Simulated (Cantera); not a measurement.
A perfectly stirred reactor is fed with CO : H2 : CH4 : O2 : N2 : H2O : CO2 = 1 : 0.33 : 0.087 : 0.839 : 4.87 : 0.34 : 0.053 (molar parts), at 220000 Pa; it is adiabatic with a 450 K inlet, and is followed from long to short residence time, starting on the burning branch (τ in s: 0.05, 0.024, 0.011, 0.0053, 0.0025, 0.0012, 0.00057, 0.00027, 0.00013, 6.1e-05, 2.9e-05).

Detailed kinetics in Cantera: GRI-Mech 3.0 (53 species, 325 reactions).

One state of this run: T (K) = 1889; x CO = 0.0225; x H2 = 0.00398; x CH4 = 9.33e-6; x NO = 5.02e-5; x H2O = 0.115; x C2H = 2.80e-12. x: mole fraction; the columns are a selection and need not sum to one.

Task: Which value of τ (s) does it belong to?
A. 0.0025
B. 0.00057
C. 2.9e-5
D. 0.00027

Result: A, 0.0025
